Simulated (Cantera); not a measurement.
Hydrocarbon pyrolysis for carbon deposition

An isothermal, constant-pressure homogeneous reactor starts with 41.7 % C3H8, 58.3 % H2, at 1425 K and 6.30 Torr.

Computed with Cantera and GRI-Mech 3.0 (53 species, 325 reactions). GRI-Mech 3.0 was tuned for natural gas; its chemistry of propane as a main component is partial and can be far from experiment. GRI-Mech 3.0 stops at C3 and has no aromatics, soot or wall deposition, so with more carbon than oxygen in the feed, carbon stays in small species such as C2H2 where larger ones or solid carbon would form. Radical loss at walls, strong at low pressure, is not modelled.

```json
[
 {"t (s)": "0.000200", "x C3H8": "0.401", "x H2": "0.578", "x CH2": "1.29e-6", "x H": "0.000130", "x CH4": "0.00312", "x C2H": "<1e-12"},
 {"t (s)": "0.000665", "x C3H8": "0.329", "x H2": "0.553", "x CH2": "5.61e-6", "x H": "0.000349", "x CH4": "0.0343", "x C2H": "1.67e-10"},
 {"t (s)": "0.00221", "x C3H8": "0.114", "x H2": "0.486", "x CH2": "5.54e-6", "x H": "0.000630", "x CH4": "0.154", "x C2H": "1.17e-8"},
 {"t (s)": "0.00737", "x C3H8": "0.00464", "x H2": "0.468", "x CH2": "1.16e-6", "x H": "0.000432", "x CH4": "0.232", "x C2H": "5.15e-8"},
 {"t (s)": "0.0245", "x C3H8": "5.97e-5", "x H2": "0.490", "x CH2": "1.25e-7", "x H": "0.000117", "x CH4": "0.228", "x C2H": "2.40e-8"},
 {"t (s)": "0.0816", "x C3H8": "1.28e-7", "x H2": "0.508", "x CH2": "1.81e-8", "x H": "4.11e-5", "x CH4": "0.221", "x C2H": "1.10e-8"},
 {"t (s)": "0.271", "x C3H8": "8.09e-9", "x H2": "0.526", "x CH2": "3.54e-9", "x H": "1.81e-5", "x CH4": "0.212", "x C2H": "5.97e-9"},
 {"t (s)": "0.903", "x C3H8": "3.60e-9", "x H2": "0.550", "x CH2": "2.68e-9", "x H": "1.69e-5", "x CH4": "0.201", "x C2H": "6.83e-9"},
 {"t (s)": "3.01", "x C3H8": "2.73e-9", "x H2": "0.574", "x CH2": "4.75e-9", "x H": "2.45e-5", "x CH4": "0.189", "x C2H": "1.14e-8"},
 {"t (s)": "10.0", "x C3H8": "2.42e-9", "x H2": "0.585", "x CH2": "5.01e-9", "x H": "2.67e-5", "x CH4": "0.175", "x C2H": "1.25e-8"}
]
```
x: mole fraction; the columns are a selection and need not sum to one.

Equilibrium at this temperature and pressure: C3H8 4.94e-12, H2 0.718, CH2 6.26e-10, H 6.35e-5, CH4 0.00532, C2H 2.82e-8 (gas phase only).
